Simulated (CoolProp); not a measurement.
R115 at several states: fugacity coefficient from the reference equation and from simpler models built on Tc = 353.1 K, pc = 3.129 MPa, ω = 0.248; each cubic takes its own stable root.

Values from CoolProp's reference Helmholtz-energy equation of state, Lemmon 2016.

```csv
T (K),p (MPa),phase,reference,van der Waals,Redlich-Kwong,Soave-Redlich-Kwong,Peng-Robinson
249.4,0.155,gas,(withheld),0.9669,0.9557,0.9513,0.9490
315.2,0.0642,gas,0.9904,0.9920,0.9904,0.9899,0.9891
376.7,2.34,gas,0.8068,0.8124,0.7973,0.8041,0.7840
200.5,1.2,liquid,0.01489,(withheld),0.03077,0.01472,(withheld)
188.5,0.182,liquid,0.04078,0.6989,0.09210,0.04004,0.04215
```

Fill in the missing entries.


- 249.4, reference: 0.9502
- 200.5, van der Waals: 0.1666
- 200.5, Peng-Robinson: 0.01511
